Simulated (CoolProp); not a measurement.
Saturation properties of carbon monoxide.

Values from CoolProp's reference Helmholtz-energy equation of state, Lemmon 2006. It is a short technical equation, of lower accuracy than the large ones.

```
T (°C)   p (kPa)  vapour density (kg/m³)  enthalpy of vaporisation (kJ/kg)  surface tension (mN/m)
-------  -------  ----------------------  --------------------------------  ----------------------
-194.65    69.79                   3.093                             218.9                       ?
-190.85    109.2                   4.673                                 ?                    9.38
-187.05    163.6                   6.796                             208.3                    8.57
-183.25    236.3                   9.576                             202.4                    7.78
-179.45    330.7                   13.14                             196.0                    6.99
-175.65    450.3                   17.64                                 ?                    6.22
-171.85    598.6                   23.27                             181.6                    5.46
-168.05    779.4                   30.24                             173.2                    4.71
-164.25    996.4                   38.88                             164.0                       ?
```

Question: Some entries are withheld; supply them.

Answer: 
- -194.65, surface tension (mN/m): 10.2
- -190.85, enthalpy of vaporisation (kJ/kg): 213.8
- -175.65, enthalpy of vaporisation (kJ/kg): 189.1
- -164.25, surface tension (mN/m): 3.98

It boils at -191.5 °C under 1 atm.

Surface tension comes from a separate correlation (Mulero 2012).
